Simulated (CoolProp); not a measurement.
Sulfur dioxide along the isotherm 525 K: Z from the reference equation and from simpler models built on Tc = 430.6 K, pc = 7887 kPa, ω = 0.256; each cubic takes its own stable root.

Computed with CoolProp (reference Helmholtz-energy equation of state, Gao 2016).

| p (kPa) | phase | reference |
|---|---|---|
| 1480 | gas | 0.9677 |
| 2960 | gas | 0.9345 |
| 4440 | gas | 0.9006 |
| 5910 | gas | 0.8662 |
| 7390 | gas | 0.8310 |
| 8870 | supercritical | 0.7955 |
| 10400 | supercritical | 0.7589 |
| 11800 | supercritical | 0.7259 |

### Question
How far does each simpler model (Pitzer virial, Redlich-Kwong, Peng-Robinson) lie from the reference over these 8 states: mean and median of the absolute difference, and the worst?

### Answer
- Pitzer virial: mean 1.1 %, median 0.9 %, worst +2.6 % at 525 K and 11800 kPa
- Redlich-Kwong: mean 2.2 %, median 2.1 %, worst -4.4 % at 525 K and 11800 kPa
- Peng-Robinson: mean 1.4 %, median 1.5 %, worst -1.8 % at 525 K and 8870 kPa
